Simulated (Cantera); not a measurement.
A closed system holds: 1 mol V₂O₃, 1 mol H₂, 0.086 mol H₂O, equilibrated at 875 °C and 7.50 bar.

These are equilibrium values from Cantera (NASA tables, ideal gas, pure condensed phases), not measurements of a reactor. Candidate condensed phases: H₂O, V, VO, V₂O₃, V₂O₄, V₂O₅; 12 gas species. Condensed phases not in the tables: the oxides between V₂O₃ and V₂O₅ other than VO₂. Rates play no part.

Base state: H₂ 0.921, H₂O 0.0792 (mole fractions); condensed: V₂O₃(s).

**Question.** What changes in the equilibrium state with this change: temperature from 875 °C to 1950 °C?

**Answer.** 
| species | before | after |
|---|---|---|
| H₂ | 0.921 | 0.919 |
| H₂O | 0.0792 | 0.0790 |
| H | 2.51e-8 | 0.00224 |
| VO₂ | <1e-9 | 4.71e-5 |
| OH | <1e-9 | 2.79e-5 |
| V₂O₃(s), mol | 1.00 | 1.000 |
